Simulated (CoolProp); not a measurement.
Vapour pressure (MPa) of R1336mzz(Z): the reference equation beside estimates from Tc = 444.5 K, pc = 2.904 MPa, ω = 0.386.

Computed with CoolProp (reference Helmholtz-energy equation of state, McLinden 2020).

```tsv
T (K)	reference	Lee-Kesler	Redlich-Kwong	Soave-Redlich-Kwong
212.6	0.0004533	0.0004365	0.003467	0.0004501
227	0.001490	0.001433	0.008750	0.001469
241.5	0.004154	0.004011	0.01932	0.004087
255.9	0.01001	0.009732	0.03800	0.009856
270.4	0.02163	0.02121	0.06861	0.02136
284.8	0.04232	0.04185	0.1147	0.04197
299.2	0.07664	0.07631	0.1808	0.07633
313.7	0.1305	0.1307	0.2719	0.1305
328.1	0.2096	0.2106	0.3912	0.2106
342.6	0.3223	0.3245	0.5446	0.3252
357	0.4753	0.4786	0.7343	0.4812
371.5	0.6795	0.6837	0.9669	0.6901
385.9	0.9420	0.9465	1.243	0.9585
400.3	1.275	1.279	1.568	1.298
414.8	1.695	1.699	1.948	1.723
```

Absolute difference from the reference over all 15 rows, mean and median: Lee-Kesler 1.4 and 0.7 %, Redlich-Kwong 183.4 and 108.4 %, Soave-Redlich-Kwong 1.1 and 1.2 %.
